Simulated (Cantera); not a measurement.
## Si₂Cl₆ + N₂ + H₂ (silicon nitride deposition)

Input: 1 mol Si₂Cl₆, a varied amount of N₂, 0.14 mol H₂, at 923.15 K and 12.0 Pa.

These are equilibrium values from Cantera (NASA tables, ideal gas, pure condensed phases), not measurements of a reactor. Candidate condensed phases: NH₄Cl, Si, Si₃N₄; 28 gas species. The feed counts by its element totals alone. N₂ is the only nitrogen source here; it is nearly inert below about 1500 K, so the nitride shown seldom forms there in practice. The tables' values for SiCl₃ are old estimates; treat these amounts as uncertain. The numbers say what is thermodynamically allowed, not how fast it happens.

```tsv
n(N₂) (mol)	x N₂	x SiCl₄	x HCl	x H₂	x SiCl₃	n Si₃N₄(s)
8.8	0.831	0.141	0.0270	0.000298	0.000175	0.189
16	0.901	0.0825	0.0159	0.000131	0.000115	0.189
23	0.930	0.0587	0.0113	7.85e-5	8.90e-5	0.189
31	0.947	0.0442	0.00856	5.11e-5	7.17e-5	0.190
38	0.957	0.0363	0.00704	3.81e-5	6.18e-5	0.190
45	0.963	0.0308	0.00598	2.98e-5	5.46e-5	0.190
52	0.968	0.0268	0.00520	2.41e-5	4.91e-5	0.190
60	0.972	0.0233	0.00453	1.95e-5	4.41e-5	0.190
67	0.975	0.0209	0.00406	1.66e-5	4.07e-5	0.190
```
x: gas mole fraction; n: condensed amount in mol.

From 8.8 mol N₂ to 67 mol N₂ the condensed part is Si₃N₄(s). The main Si-bearing gas is SiCl₄ throughout.
